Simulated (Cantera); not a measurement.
Mixture: 7.40 % C3H8, 19.5 % O2, 73.2 % N2, equivalence ratio 1.9, at 750 Torr, adiabatic and at constant pressure. Ignition delay is the time to a rise of 400 K.

Model: GRI-Mech 3.0 (53 species, 325 reactions), integrated in Cantera. GRI-Mech 3.0 was tuned for natural gas; its chemistry of propane as a main component is partial and can be far from experiment.

Task: At T0 = 1523 K, what is the delay, and which 8 reactions control it most (d ln τ / d ln k, from doubling and halving each rate constant)?

Result: The delay is 70.1 µs.
```tsv
reaction	d ln τ / d ln k	faster rate
C2H5 + CH3 (+M) <=> C3H8 (+M)	-0.45	shortens it
H + O2 <=> O + OH	-0.27	shortens it
CH3 + HO2 <=> CH3O + OH	-0.24	shortens it
C3H8 + H <=> C3H7 + H2	0.22	lengthens it
C2H5 + O2 <=> C2H4 + HO2	-0.22	shortens it
2 CH3 (+M) <=> C2H6 (+M)	0.17	lengthens it
CH3O + O2 <=> CH2O + HO2	-0.16	shortens it
C3H8 + OH <=> C3H7 + H2O	0.15	lengthens it
```
